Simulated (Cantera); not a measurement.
Stirred combustor or abatement burner

A perfectly stirred reactor is fed with CH₄ : H₂ : O₂ : N₂ : CO₂ = 1 : 0.81 : 1.6 : 7.54 : 1.2 (molar parts), equivalence ratio 1.5, at 0.987 atm; it is adiabatic with a 425 K inlet, and is followed from long to short residence time, starting on the burning branch (τ in s: 0.28, 0.11, 0.04, 0.015, 0.0057, 0.0021, 0.00081, 0.0003, 0.00011, 4.3e-05).

Model: GRI-Mech 3.0 (53 species, 325 reactions), integrated in Cantera.

```csv
τ (s),T (K),x CH₄,x H₂,x O₂,x C₂H₂,x C₂H₄,x H
0.28,1683,0.00307,0.0393,0.000738,0.00127,4.01e-5,7.04e-5
0.11,1678,0.00339,0.0390,0.00132,0.00146,7.28e-5,9.85e-5
0.040,1666,0.00376,0.0394,0.00244,0.00155,0.000133,0.000145
0.015,1645,0.00446,0.0408,0.00454,0.00154,0.000240,0.000204
0.0057,1593,0.00659,0.0447,0.00984,0.00140,0.000513,0.000248
0.0021,425,0.0823,0.0667,0.132,<1e-12,<1e-12,<1e-12
0.00081,425,0.0823,0.0667,0.132,<1e-12,<1e-12,<1e-12
0.00030,425,0.0823,0.0667,0.132,<1e-12,<1e-12,<1e-12
0.00011,425,0.0823,0.0667,0.132,<1e-12,<1e-12,<1e-12
4.3e-5,425,0.0823,0.0667,0.132,<1e-12,<1e-12,<1e-12
```
x: mole fraction; the columns are a selection and need not sum to one.
